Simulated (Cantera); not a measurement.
## Thermodynamics of roasting and sulfation, feed Fe2O3 + H2S + O2

Charge: 1 mol Fe2O3, 1.4 mol H2S, 3 mol O2, at 923.15 K and 2.70 bar.

Method: chemical equilibrium by Gibbs-energy minimisation in Cantera with the NASA 1993 tables (ideal gas, pure condensed phases). Candidate condensed phases: Fe, FeO, Fe(OH)2, Fe(OH)3, FeS, FeSO4, FeS2, Fe2O3, Fe2(SO4)3, Fe3O4, H2O, H2SO4, S; 22 gas species. Equilibrium is a limit: real reactors are often held back by kinetics, nucleation or transport.

```json
{
 "x(H2O)": "0.849",
 "x(O2)": "0.125",
 "x(SO3)": "0.0187",
 "x(SO2)": "0.00670",
 "x(H2SO4)": "0.000454",
 "n(Fe2O3(s))": "0.548 mol",
 "n(Fe2(SO4)3(s))": "0.452 mol",
 "gas_amount": "1.647 mol",
 "log10 activity of FeSO4(s) (absent)": "-0.91",
 "log10 activity of H2SO4(l) (absent)": "-4.24",
 "log10 activity of Fe(OH)3(s) (absent)": "-7.64"
}
```
